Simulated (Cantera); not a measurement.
Feed: 1 mol Fe3O4, 46 mol H2, 46 mol N2, held at 825 K and 1 atm.

Cantera equilibrium calculation (NASA polynomials, part measured and part estimated; ideal gas, pure solids and liquids). Candidate condensed phases: Fe, FeO, Fe(OH)2, Fe(OH)3, Fe2O3, Fe3O4, H2O; 27 gas species. Kinetics and transport are ignored.

Base state: N2 0.500, H2 0.456, H2O 0.0435, NH3 0.000516 (mole fractions); condensed: Fe(α).

Q: What changes in the equilibrium state with this change: temperature from 825 K to 2025 K?

A: 
```
species       before     after
----------  --------  --------
N2             0.500     0.499
H2             0.456     0.455
H2O           0.0435    0.0434
H              <1e-9   0.00129
Fe             <1e-9  0.000475
OH             <1e-9   1.29e-5
NH3         0.000516   4.24e-6
Fe(α), mol      3.00         0
Fe(l), mol         0      2.96
```
